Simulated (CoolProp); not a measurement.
Saturation properties of chlorine.

Model: reference Helmholtz-energy equation of state, Thol 2021, in CoolProp.

| T (°C) | p (MPa) | liquid cp (kJ/(kg K)) | vapour Z |
|---|---|---|---|
| 25.15 | [?] | 0.9930 | 0.8926 |
| 31.45 | 0.9204 | 1.004 | 0.8799 |
| 37.75 | 1.080 | 1.016 | 0.8664 |
| 44.05 | 1.258 | 1.029 | 0.8521 |
| 50.35 | 1.457 | 1.045 | 0.8369 |
| 56.65 | 1.678 | 1.063 | 0.8207 |
| 62.95 | [?] | 1.083 | 0.8036 |
| 69.25 | 2.188 | 1.106 | 0.7855 |
| 75.55 | 2.481 | 1.134 | 0.7663 |
| 81.95 | 2.805 | 1.167 | 0.7455 |
| 88.25 | 3.152 | 1.206 | 0.7238 |
| 94.55 | 3.528 | 1.254 | [?] |
| 100.85 | 3.934 | 1.316 | 0.6755 |
| 107.15 | 4.372 | 1.396 | 0.6484 |

Task: Fill in the missing entries.

Result: 
- 25.15, p (MPa): 0.7789
- 62.95, p (MPa): 1.921
- 94.55, vapour Z: 0.7005

It boils at -34.0 °C under 1 atm.
